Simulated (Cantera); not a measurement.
Charge: 1 mol Fe(CO)5, 0.42 mol N2, 0.077 mol H2, at 900 K and 0.680 bar.

Cantera equilibrium calculation (NASA polynomials, part measured and part estimated; ideal gas, pure solids and liquids). Candidate condensed phases: C, C6H6, C7H8, C8H18, Fe, Fe(CO)5, FeO, Fe(OH)2, Fe(OH)3, Fe2O3, Fe3O4, H2O; 140 gas species. The tables' stoichiometric FeO is somewhat more stable than real wüstite, so its field is too wide. FeO: taken at fixed stoichiometry. The numbers say what is thermodynamically allowed, not how fast it happens.

Base state: CO2 0.480, CO 0.356, N2 0.139, H2 0.0160, H2O 0.00939, CH4 5.43e-5 (mole fractions); condensed: C(graphite) + FeO(s).

Task: What changes in the equilibrium state with this change: temperature from 900 K to 1125 K?

Result: 
```json
[
 {"species": "CO", "before": "0.356", "after": "0.876"},
 {"species": "N2", "before": "0.139", "after": "0.0788"},
 {"species": "CO2", "before": "0.480", "after": "0.0305"},
 {"species": "H2", "before": "0.0160", "after": "0.0139"},
 {"species": "H2O", "before": "0.00939", "after": "0.000533"},
 {"species": "CH4", "before": "5.43e-5", "after": "3.79e-6"},
 {"species": "C(graphite), mol", "before": "2.48", "after": "0.166"},
 {"species": "FeO(s), mol", "before": "1.00", "after": "0"},
 {"species": "Fe(α), mol", "before": "0", "after": "1.00"}
]
```
Condensed phases not in the tables: cementite and carbon dissolved in iron.

Task: What changes in the equilibrium state with this change: H2 from 0.077 to 0.053 mol?

Result: 
```json
[
 {"species": "CO2", "before": "0.480", "after": "0.485"},
 {"species": "CO", "before": "0.356", "after": "0.357"},
 {"species": "N2", "before": "0.139", "after": "0.140"},
 {"species": "H2", "before": "0.0160", "after": "0.0111"},
 {"species": "H2O", "before": "0.00939", "after": "0.00654"},
 {"species": "CH4", "before": "5.43e-5", "after": "2.61e-5"},
 {"species": "C(graphite), mol", "before": "2.48", "after": "2.47"},
 {"species": "FeO(s), mol", "before": "1.00", "after": "1.00"}
]
```
